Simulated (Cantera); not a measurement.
Charge: 1 mol Ca(OH)2, 0.046 mol C, 0.27 mol H2O, held at 1677 °C and 8.70 bar.

These are equilibrium values from Cantera (NASA tables, ideal gas, pure condensed phases), not measurements of a reactor. Candidate condensed phases: C, C6H6, C7H8, C8H18, Ca, CaCO3, CaO, Ca(OH)2, H2O; 115 gas species. Kinetics and transport are ignored.

### Question
What is the equilibrium state?

### Answer
| Quantity | Result |
|---|---|
| x(H2O) | 0.903 |
| x(H2) | 0.0618 |
| x(CO2) | 0.0269 |
| x(CO) | 0.00809 |
| x(OH) | 0.000128 |
| x(H) | 9.66e-5 |
| x(Ca(OH)2) | 6.18e-5 |
| n(CaO(s)) | 1.000 mol |
| gas amount | 1.316 mol |
| log10 activity of C(graphite) (absent) | -6.16 |
| log10 activity of Ca(l) (absent) | -8.86 |
